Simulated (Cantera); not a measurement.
What does this Cantera script print?

```python
import numpy as np
import cantera as ct

gas_names = [...]  # 92 gases of nasa_gas.yaml made of C, H, N
cond_names = """
    C(gr) C6H6(L) C7H8(L) C8H18(L),n-octa
""".split()


# ... load() reads the species with a 1 bar reference pressure and builds the phases ...
atoms = {
    'C2H6': {'C': 2, 'H': 6},
    'NH3': {'N': 1, 'H': 3},
    'N2': {'N': 2},
}
top_T = {'C(gr)': 4500}  # K; cautious upper limits of use, not melting points


# ... equilibrate(T, P, feed) seeds the gas with the atoms and calls Mixture.equilibrate('TP', solver="vcs", rtol=1e-11, max_steps=5000) ...
results = []
feed = {'C2H6': 1, 'NH3': 0.058, 'N2': 7.8}  # mol
T = 1625  # K
P = 1000  # Pa
mix = equilibrate(T, P, feed)
results.append((T, P, feed, dict(zip(mix.species_names, mix.species_moles))))
print(gas.report(threshold=0.0001))
for i in range(1, mix.n_phases):
    print(f"{mix.phase(i).name:16s} {mix.phase_moles(i):12.5e} mol")
```

Output:

```
       temperature   1625 K
          pressure   1000 Pa
           density   0.00153 kg/m^3
  mean mol. weight   20.671 kg/kmol
   phase of matter   gas

                          1 kg             1 kmol
                     ---------------   ---------------
          enthalpy         2.048e+06        4.2334e+07  J
   internal energy        1.3943e+06        2.8823e+07  J
           entropy             13070        2.7018e+05  J/K
    Gibbs function       -1.9191e+07       -3.9671e+08  J
 heat capacity c_p            1669.7             34515  J/K
 heat capacity c_v            1267.5             26200  J/K

                      mass frac. Y      mole frac. X     chem. pot. / RT
                     ---------------   ---------------   ---------------
                 H        1.8269e-05        0.00037466           -12.355
               HCN         0.0014008         0.0010714           -30.297
                H2          0.027502           0.28199            -24.71
                N2           0.97103           0.71652             -31.2
     [  +88 minor]        4.8047e-05         3.761e-05

C(gr)             1.98778e+00 mol
```

Method: chemical equilibrium by Gibbs-energy minimisation in Cantera with the NASA 1993 tables (ideal gas, pure condensed phases).
